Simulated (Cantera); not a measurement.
Cantera run:

```python
import numpy as np
import cantera as ct

gas_names = """
    B BH BH2 BH3 BN B2 H H2 N NH NH2 NH3 N2 N2H2 N2H4
""".split()
cond_names = """
    B(b) B(L) BN(s)
""".split()


# ... load() reads the species with a 1 bar reference pressure and builds the phases ...
atoms = {
    'B': {'B': 1},
    'H2': {'H': 2},
    'N2': {'N': 2},
}
top_T = {'BN(s)': 3200}  # K; cautious upper limits of use, not melting points


# ... equilibrate(T, P, feed) seeds the gas with the atoms and calls Mixture.equilibrate('TP', solver="vcs", rtol=1e-11, max_steps=5000) ...
results = []
feed = {'B': 1, 'H2': 1, 'N2': 2.1}  # mol
T = 2175  # K
P = 230  # Pa
mix = equilibrate(T, P, feed)
results.append((T, P, feed, dict(zip(mix.species_names, mix.species_moles))))
x = sorted(zip(gas.X, gas.species_names), reverse=True)
print(f"T = {T:g} K  P = {P:g} Pa  gas = {mix.phase_moles(0):.4g} mol")
print("   x: " + "  ".join(f"{s} {v:.3e}" for v, s in x if v > 0.001))
print("   condensed (mol): " + ("  ".join(f"{mix.phase(i).name} {mix.phase_moles(i):.4g}"
      for i in range(1, mix.n_phases) if mix.phase_moles(i) > 1e-12) or "none"))
```

Result:

```
T = 2175 K  P = 230 Pa  gas = 2.684 mol
   x: N2 5.968e-01  H2 3.424e-01  H 5.956e-02
   condensed (mol): BN(s) 0.9966
```

Equilibrium computed with Cantera from the NASA thermochemical tables; the gas is ideal and each condensed phase is pure. The tables' values for BH2 are old estimates; treat these amounts as uncertain.
